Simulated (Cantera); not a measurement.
# Halide evaporation, hydrolysis and transport: CsCl + H2 + N2

Charge: 1 mol CsCl, 1.3 mol H2, 8.4 mol N2, at 1.00 bar.

Method: chemical equilibrium by Gibbs-energy minimisation in Cantera with the NASA 1993 tables (ideal gas, pure condensed phases). Candidate condensed phases: Cs, CsCl, NH4Cl; 16 gas species. Rates play no part.

```
T (K)   x N2   x H2  x CsCl  x Cs2Cl2
-----  -----  -----  ------  --------
1425   0.792  0.122  0.0771   0.00849
1475   0.790  0.122  0.0820   0.00588
1525   0.788  0.122  0.0855   0.00404
1575   0.787  0.122  0.0878   0.00278
1625   0.786  0.121  0.0893   0.00192
1675   0.786  0.121  0.0902   0.00135
1725   0.785  0.121  0.0908  0.000958
1775   0.785  0.121  0.0911  0.000691
1825   0.785  0.121  0.0912  0.000506
1875   0.785  0.121  0.0912  0.000376
1925   0.784  0.120  0.0911  0.000283
1975   0.784  0.120  0.0909  0.000215
```
x: gas mole fraction; nothing condenses.

From 1425 K to 1975 K nothing is condensed. The main Cs-bearing gas is CsCl throughout.
